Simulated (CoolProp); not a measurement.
The numbers come from the reference Helmholtz-energy equation of state, Lemmon 2006 in CoolProp. It is a short technical equation, of lower accuracy than the large ones.

Problem. For C3F8 (R218), give the phase and the viscosity (µPa s), conductivity (mW/(m K)) at 440 K and 0.165 MPa; 440 K and 0.33 MPa; 440 K and 0.99 MPa.

Solution. 
- 440 K and 0.165 MPa: gas; viscosity 18.1, conductivity 24.9
- 440 K and 0.33 MPa: gas; viscosity 18.2, conductivity 25.0
- 440 K and 0.99 MPa: gas; viscosity 18.6, conductivity 25.5

Viscosity comes from a separate model (Huber 2003), an estimate that may be off by 10 % or more. Thermal conductivity comes from a separate model (Huber 2003), an estimate that may be off by 10 % or more.
